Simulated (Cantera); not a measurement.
What does this Cantera script print?

```python
import numpy as np
import cantera as ct

gas = ct.Solution("gri30.yaml")
gas.TPX = 525, 100000, {'CH3OH': 1, 'O2': 1.7, 'N2': 6.41, 'H2O': 2.1}
inlet = ct.Reservoir(gas, clone=True)
gas.equilibrate("HP")  # start burning
reactor = ct.IdealGasConstPressureReactor(gas, energy="on", clone=False)
exhaust = ct.Reservoir(gas, clone=True)
tau = [0.1, 0.055, 0.03, 0.016, 0.0085, 0.0046, 0.0025, 0.0013, 0.00071, 0.00038, 0.0002, 0.00011, 5.9e-05][0]
for a, b in ((inlet, reactor), (reactor, exhaust)):
    ct.MassFlowController(a, b, mdot=lambda t: reactor.mass / tau)
net = ct.ReactorNet([reactor])
show = ['CH3OH', 'O2', 'H2O', 'H', 'NO', 'CO', 'CH2']

rows = []
print(f"{'tau/s':>10s}{'T/K':>9s}" + "".join(f"{s:>11s}" for s in show))
for tau in [0.1, 0.055, 0.03, 0.016, 0.0085, 0.0046, 0.0025, 0.0013, 0.00071, 0.00038, 0.0002, 0.00011, 5.9e-05]:
    net.initial_time = 0.0
    net.advance(30 * tau)
    before = gas.X
    net.advance(40 * tau)
    drift = np.max(np.abs(gas.X - before) / (gas.X + 1e-9))
    rows.append([gas.T, *gas[show].X, drift])
    print(f"{tau:10.3e}{gas.T:9.1f}" + "".join(f"{x:11.3e}" for x in gas[show].X))
```

Output:

```
     tau/s      T/K      CH3OH         O2        H2O          H         NO         CO        CH2
 1.000e-01   1962.6  1.923e-06  1.782e-02  3.465e-01  1.139e-04  6.057e-05  1.610e-03  8.034e-09
 5.500e-02   1954.8  3.000e-06  1.819e-02  3.457e-01  1.719e-04  4.446e-05  2.109e-03  1.137e-08
 3.000e-02   1943.8  4.608e-06  1.872e-02  3.445e-01  2.698e-04  3.326e-05  2.809e-03  1.594e-08
 1.600e-02   1928.4  7.080e-06  1.947e-02  3.428e-01  4.363e-04  2.483e-05  3.779e-03  2.344e-08
 8.500e-03   1908.1  1.081e-05  2.048e-02  3.407e-01  7.039e-04  1.864e-05  5.033e-03  3.801e-08
 4.600e-03   1883.4  1.629e-05  2.173e-02  3.382e-01  1.099e-03  1.441e-05  6.537e-03  6.812e-08
 2.500e-03   1853.6  2.467e-05  2.326e-02  3.352e-01  1.660e-03  1.160e-05  8.329e-03  1.316e-07
 1.300e-03   1815.9  3.933e-05  2.523e-02  3.316e-01  2.468e-03  9.599e-06  1.065e-02  2.743e-07
 7.100e-04   1775.7  6.276e-05  2.744e-02  3.281e-01  3.365e-03  8.099e-06  1.334e-02  5.348e-07
 3.800e-04   1728.1  1.082e-04  3.035e-02  3.246e-01  4.283e-03  6.394e-06  1.718e-02  1.036e-06
 2.000e-04   1668.0  2.153e-04  3.482e-02  3.214e-01  4.778e-03  4.145e-06  2.373e-02  1.974e-06
 1.100e-04    525.0  8.921e-02  1.517e-01  1.873e-01  1.478e-30 -7.188e-21 -1.537e-15  1.134e-31
 5.900e-05    525.0  8.921e-02  1.517e-01  1.873e-01  1.406e-30 -8.178e-25 -1.749e-19  1.192e-31
```

Computed with Cantera and GRI-Mech 3.0 (53 species, 325 reactions). GRI-Mech 3.0 was tuned for natural gas; its chemistry of methanol as a main component is partial and can be far from experiment.
